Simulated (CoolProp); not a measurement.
A closed Brayton cycle with carbon dioxide: compressor inlet 317.15 K and 7.9 MPa, high pressure 17.8 MPa, turbine inlet 810 K, compressor efficiency 0.85, turbine efficiency 0.9, recuperator effectiveness 0 (on enthalpy, no pinch check). Each further row changes one setting.

The numbers come from the reference Helmholtz-energy equation of state, Span 1996 in CoolProp.

| case | thermal efficiency (%) | net work (kJ/kg) | compressor to turbine work | compressor exit (K) | turbine exit (K) |
|---|---|---|---|---|---|
| as stated | 12.3 | 69.2 | 0.35 | 381.3 | 713.7 |
| turbine inlet 760 K | 12.3 | (withheld) | 0.37 | 381.3 | (withheld) |
| compressor inlet 327.15 K | 11.9 | 63.1 | 0.40 | 397.5 | 713.7 |
| high pressure 15.1 MPa | (withheld) | 57.3 | (withheld) | 368.0 | 732.8 |
| recuperator effectiveness 0.5 | (withheld) | 69.2 | 0.35 | 381.3 | 713.7 |

Task: What belongs in the gaps?

Result: 
- turbine inlet 760 K, net work (kJ/kg): 61.8
- turbine inlet 760 K, turbine exit (K): 667.3
- high pressure 15.1 MPa, thermal efficiency (%): 10.0
- high pressure 15.1 MPa, compressor to turbine work: 0.33
- recuperator effectiveness 0.5, thermal efficiency (%): 18.7
